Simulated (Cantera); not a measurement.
What does this Cantera script print?

```python
import numpy as np
import cantera as ct

gas_names = """
    C CN C2 CCN CNC C2N2 C3 C4 C4N2 C5 N N2 Si SiC SiC2 SiN Si2 Si2C Si2N Si3
""".split()
cond_names = """
    C(gr) Si(cr) Si(L) SiC(b) Si3N4(a)
""".split()


# ... load() reads the species with a 1 bar reference pressure and builds the phases ...
atoms = {
    'Si3N4': {'Si': 3, 'N': 4},
    'C': {'C': 1},
    'N2': {'N': 2},
}
top_T = {'C(gr)': 4500, 'SiC(b)': 3050, 'Si3N4(a)': 2400}  # K; cautious upper limits of use, not melting points


# ... equilibrate(T, P, feed) seeds the gas with the atoms and calls Mixture.equilibrate('TP', solver="vcs", rtol=1e-11, max_steps=5000) ...
results = []
feed = {'Si3N4': 1, 'C': 0.051, 'N2': 1.5}  # mol
T = 2825  # K
P = 3.9  # Pa
mix = equilibrate(T, P, feed)
results.append((T, P, feed, dict(zip(mix.species_names, mix.species_moles))))
print(gas.report(threshold=0.001))
for i in range(1, mix.n_phases):
    print(f"{mix.phase(i).name:16s} {mix.phase_moles(i):12.5e} mol")
```

Result:

```
       temperature   2825 K
          pressure   3.9 Pa
           density   4.6433e-06 kg/m^3
  mean mol. weight   27.965 kg/kmol
   phase of matter   gas

                          1 kg             1 kmol
                     ---------------   ---------------
          enthalpy        1.0115e+07        2.8286e+08  J
   internal energy        9.2748e+06        2.5937e+08  J
           entropy             11901         3.328e+05  J/K
    Gibbs function       -2.3504e+07        -6.573e+08  J
 heat capacity c_p              1085             30342  J/K
 heat capacity c_v            787.67             22027  J/K

                      mass frac. Y      mole frac. X     chem. pot. / RT
                     ---------------   ---------------   ---------------
                 C         0.0020005         0.0046576           -7.4149
                CN         0.0025616         0.0027533           -26.885
                N2           0.53434            0.5334            -38.94
                Si           0.46032           0.45835           -15.458
     [  +16 minor]        0.00077855        0.00083529

C(gr)             0.00000e+00 mol
Si(L)             0.00000e+00 mol
SiC(b)            0.00000e+00 mol
```

Method: chemical equilibrium by Gibbs-energy minimisation in Cantera with the NASA 1993 tables (ideal gas, pure condensed phases). The tables' values for SiN are old estimates; treat these amounts as uncertain.
